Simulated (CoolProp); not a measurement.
Computed with CoolProp (reference Helmholtz-energy equation of state, Lemmon and Jacobsen 2000).

Question: Give the vapour pressure (bar), enthalpy of vaporisation (kJ/kg), liquid conductivity (mW/(m K)) of saturated R143a at -35.95 °C.

Answer: 
```json
[
 {"T (°C)": "-35.95", "p (bar)": "1.68", "enthalpy of vaporisation (kJ/kg)": "219", "liquid conductivity (mW/(m K))": "96.3"}
]
```

Thermal conductivity comes from a separate model (McLinden 2000), an estimate that may be off by 10 % or more.
